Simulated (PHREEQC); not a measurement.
Solution (55 °C): 0.015 mol/kgw H3BO3 and 0.011 mol/kgw Na2HPO4. Closed to the air; pH follows from the charge balance.

Computed with PHREEQC (ion-association model, phreeqc.dat).

```csv
quantity,before,after
pH,7.85,7.72
H3BO3 (mol/kgw),0.0139,0.0142
H2BO3- (mol/kgw),0.00112,0.000814
```

### Question
What was changed between the two runs?
A) Na2HPO4 left out
B) Na2HPO4 from 0.011 to 0.0055 mol/kgw
C) Na2HPO4 from 0.011 to 0.0165 mol/kgw
D) diluted 5-fold with water
E) diluted 10-fold with water

### Answer
B, Na2HPO4 from 0.011 to 0.0055 mol/kgw

No solid was allowed to form. Away from 25 °C the constants follow the database's enthalpies or fits; those with neither stay at their 25 °C values.
